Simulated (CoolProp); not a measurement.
Model: reference Helmholtz-energy equation of state, de Vries 1995, in CoolProp.

**Question.** For R124, give the phase and the cp (kJ/(kg K)), isothermal compressibility (1/MPa) at 236.8 K and 875 kPa; 263.7 K and 875 kPa; 317.4 K and 875 kPa.

**Answer.** 
- 236.8 K and 875 kPa: liquid; cp 1.02, isothermal compressibility 0.00155
- 263.7 K and 875 kPa: liquid; cp 1.06, isothermal compressibility 0.00223
- 317.4 K and 875 kPa: liquid; cp 1.19, isothermal compressibility 0.00577
